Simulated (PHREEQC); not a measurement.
**Acid mine or pickling water**

A made-up water analysis in mmol/kgw, 25 °C, pH 3.83, pe 12.8:

```tsv
constituent	mmol/kgw
Na	3.31
K	4.35
Ca	0.707
Mg	0.178
Cl	0.699
S(6)	4.55
Mn(2)	0.187
Fe(3)	0.0256
Ni	0.0314
Br	0.0219
Cu(2)	0.00219
Zn	0.156
```

Cl is adjusted to close the charge balance.
Valence states are taken as typed.

Computed with PHREEQC (ion-association model, wateq4f.dat).

Precipitation was switched off in this run.

Question: What ionic strength does the model give?

Answer: ionic strength 0.0147 mol/kgw.

Question: In which forms is Mg present?

Answer: Mg+2 73 %, MgSO4 27 % of the Mg.

Saturation is exceeded, for instance for Jarosite-K, Hematite (slow to form); the values hold only as long as no solid forms.
